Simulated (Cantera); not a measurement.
An isothermal, constant-pressure homogeneous reactor starts with NH3 : H2 = 1 : 0.51 (molar parts), at 2175 K and 0.200 bar. Integrator tolerance rtol = 1e-08.

Model: the gas-phase N/H chemistry of the illustrative SiF4/NH3 mechanism in the Surface Chemkin manual (1991), integrated in Cantera. Walls and surfaces, which speed up NH3 decomposition in real reactors, are not modelled.

Q: What does this change do: temperature 2175 to 1800 K?

A: 
```csv
quantity,before,after
x(NH3) at 5.00 s,1.98e-6 (gas-phase equilibrium 9.65e-7),0.0593 (gas-phase equilibrium 1.85e-6)
x(H2) at 5.00 s,0.792 (gas-phase equilibrium 0.792),0.759 (gas-phase equilibrium 0.800)
x(H) at 5.00 s,0.00978 (gas-phase equilibrium 0.00978),0.000321 (gas-phase equilibrium 0.000721)
x(NH) at 5.00 s,2.40e-8 (gas-phase equilibrium 1.17e-8),1.35e-6 (gas-phase equilibrium 1.92e-10)
x(N) at 5.00 s,1.88e-8 (gas-phase equilibrium 9.13e-9),1.18e-7 (gas-phase equilibrium 3.64e-11)
x(N2H4) at 5.00 s,<1e-12 (gas-phase equilibrium <1e-12),2.55e-9 (gas-phase equilibrium <1e-12)
```

Q: What does this change do: temperature 2175 to 1525 K?

A: 
| quantity | before | after |
|---|---|---|
| x(NH3) at 5.00 s | 1.98e-6 (gas-phase equilibrium 9.65e-7) | 0.619 (gas-phase equilibrium 3.63e-6) |
| x(H2) at 5.00 s | 0.792 (gas-phase equilibrium 0.792) | 0.368 (gas-phase equilibrium 0.801) |
| x(H) at 5.00 s | 0.00978 (gas-phase equilibrium 0.00978) | 1.27e-5 (gas-phase equilibrium 4.76e-5) |
| x(NH) at 5.00 s | 2.40e-8 (gas-phase equilibrium 1.17e-8) | 1.47e-7 (gas-phase equilibrium 2.61e-12) |
| x(N) at 5.00 s | 1.88e-8 (gas-phase equilibrium 9.13e-9) | 3.47e-9 (gas-phase equilibrium <1e-12) |
| x(N2H4) at 5.00 s | <1e-12 (gas-phase equilibrium <1e-12) | 3.61e-8 (gas-phase equilibrium <1e-12) |
